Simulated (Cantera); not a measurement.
Cantera run, input and output.

```python
import numpy as np
import cantera as ct

gas = ct.Solution("gri30.yaml", transport_model="multicomponent")
show = ['C2H2', 'O', 'H2']

rows = []
print(f"{'T/K':>7s}{'rho':>11s}{'cp':>10s}{'mu':>11s}{'lambda':>11s}{'Pr':>7s}" + "".join(f"{'D_' + s:>11s}" for s in show))
for T in [400, 650, 900, 1150, 1400, 1650, 1900, 2150, 2400]:
    gas.TPX = T, 2666, {'CH3OH': 0.72}
    Pr = gas.cp_mass * gas.viscosity / gas.thermal_conductivity
    D = [gas.mix_diff_coeffs_mole[gas.species_index(s)] for s in show]
    rows.append([gas.density, gas.cp_mass, gas.viscosity, gas.thermal_conductivity, Pr, *D])
    print(f"{T:7g}{gas.density:11.4e}{gas.cp_mass:10.1f}{gas.viscosity:11.4e}"
          f"{gas.thermal_conductivity:11.4e}{Pr:7.3f}" + "".join(f"{d:11.4e}" for d in D))
print("SI units: kg/m3, J/kg/K, Pa s, W/m/K, m2/s")
```

Result:

```
    T/K        rho        cp         mu     lambda     Pr     D_C2H2        D_O       D_H2
    400 2.5685e-02    1604.1 1.3101e-05 2.8083e-02  0.748 7.7418e-04 1.5936e-03 4.0166e-03
    650 1.5806e-02    2212.3 2.1261e-05 6.2735e-02  0.750 1.9399e-03 3.8074e-03 9.3367e-03
    900 1.1416e-02    2642.8 2.8601e-05 1.0063e-01  0.751 3.4951e-03 6.6933e-03 1.6217e-02
   1150 8.9340e-03    2978.0 3.5151e-05 1.3932e-01  0.751 5.3811e-03 1.0164e-02 2.4474e-02
   1400 7.3387e-03    3214.4 4.1062e-05 1.7580e-01  0.751 7.5621e-03 1.4163e-02 3.3989e-02
   1650 6.2268e-03    3387.6 4.6472e-05 2.0994e-01  0.750 1.0014e-02 1.8656e-02 4.4678e-02
   1900 5.4074e-03    3513.9 5.1491e-05 2.4165e-01  0.749 1.2721e-02 2.3612e-02 5.6475e-02
   2150 4.7787e-03    3606.8 5.6207e-05 2.7117e-01  0.748 1.5669e-02 2.9011e-02 6.9330e-02
   2400 4.2809e-03    3676.8 6.0685e-05 2.9889e-01  0.747 1.8852e-02 3.4837e-02 8.3200e-02
SI units: kg/m3, J/kg/K, Pa s, W/m/K, m2/s
```

Detailed kinetics in Cantera: GRI-Mech 3.0 (53 species, 325 reactions). Polar gases are described roughly by these parameters. The composition is frozen, though it would react at the higher temperatures.
